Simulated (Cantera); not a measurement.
A closed system holds: 1 mol (CH₃)₂SiCl₂, 0.041 mol C₂H₄, 24 mol H₂, held at 0.250 bar.

These are equilibrium values from Cantera (NASA tables, ideal gas, pure condensed phases), not measurements of a reactor. Candidate condensed phases: C, C₆H₆, C₇H₈, C₈H₁₈, Si, SiC; 109 gas species. The feed counts by its element totals alone. The tables' values for SiCl₃ are old estimates; treat these amounts as uncertain. The numbers say what is thermodynamically allowed, not how fast it happens.

x: gas mole fraction; n: condensed amount in mol.

```csv
T (K),x H₂,x HCl,x CH₄,x SiCl₄,x SiHCl₃,x SiCl₂,n C(graphite),n SiC(s)
923,0.905,0.0374,0.0477,0.00889,0.000767,4.16e-7,0.0731,0.743
973,0.918,0.0482,0.0271,0.00586,0.000627,1.24e-6,0.523,0.823
1023,0.922,0.0577,0.0160,0.00337,0.000456,3.05e-6,0.749,0.894
1073,0.924,0.0644,?,?,?,?,0.865,0.945
1123,0.925,0.0682,?,?,?,?,0.934,0.973
1173,0.925,0.0699,0.00417,0.000317,9.78e-5,1.71e-5,0.978,0.987
1223,0.926,0.0706,0.00286,0.000139,5.61e-5,2.53e-5,1.01,0.993
1273,0.927,0.0709,0.00202,6.34e-5,3.32e-5,3.60e-5,1.03,0.996
1323,0.927,0.0710,0.00146,3.06e-5,2.03e-5,4.95e-5,1.04,0.997
```

Some entries are withheld; supply them.


- 1123, x CH₄: 0.00627
- 1123, x SiCl₄: 0.000739
- 1123, x SiHCl₃: 0.000172
- 1123, x SiCl₂: 1.08e-5
- 1073, x CH₄: 0.00980
- 1073, x SiCl₄: 0.00167
- 1073, x SiHCl₃: 0.000293
- 1073, x SiCl₂: 6.19e-6
